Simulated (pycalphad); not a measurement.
CALPHAD calculation (pycalphad, COST 507 light-alloy database (1999)), 1 atm. No gas phase is included, though pure Mg would boil below 1377 °C. The data set is of 1999 and partly superseded. Diffusion is slow at the low end, where real alloys seldom reach equilibrium.

Question: How does the equilibrium phase assembly of Al-0.7843Si-4.516Mg (wt.%) change on cooling from 1377 °C to 77 °C?

Answer: 
| T (°C) | phases above | phases below |
|---|---|---|
| 633.5 | LIQUID | FCC_A1 + LIQUID |
| 592.2 | FCC_A1 + LIQUID | FCC_A1 + LIQUID + MG2SI |
| 588.3 | FCC_A1 + LIQUID + MG2SI | FCC_A1 + MG2SI |
| 192.7 | FCC_A1 + MG2SI | ALMG_BETA + FCC_A1 + MG2SI |
Changes were sought between steps of 50 K, so a narrower field can be missed.

Database names, with the compositions (at.%) that they take in these runs: MG2SI: Mg 67 Si 33; ALMG_BETA: Al 61 Mg 39. FCC_A1 is fcc.
